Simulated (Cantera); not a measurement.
Input: 1 mol Si₃H₈, 0.0082 mol Cl₂, 120 mol N₂, held at 1.30 bar.

These are equilibrium values from Cantera (NASA tables, ideal gas, pure condensed phases), not measurements of a reactor. Candidate condensed phases: NH₄Cl, Si, Si₃N₄; 28 gas species. The feed counts by its element totals alone. N₂ is the only nitrogen source here; it is nearly inert below about 1500 K, so the nitride shown seldom forms there in practice. Equilibrium is a limit: real reactors are often held back by kinetics, nucleation or transport. All values below are at 1150 K.

Base state: N₂ 0.967, H₂ 0.0327, HCl 0.000134 (mole fractions); condensed: Si₃N₄(s).

Question: What changes in the equilibrium state with this change: Si₃H₈ replaced by Si₂Cl₆?

Answer: 
| species | before | after |
|---|---|---|
| N₂ | 0.967 | 0.988 |
| SiCl₄ | <1e-9 | 0.0124 |
| SiCl₃ | <1e-9 | 4.09e-5 |
| H₂ | 0.0327 | 0 |
| HCl | 0.000134 | 0 |
| Si₃N₄(s), mol | 1.00 | 0.165 |
The tables' values for SiCl₃ are old estimates; treat these amounts as uncertain.
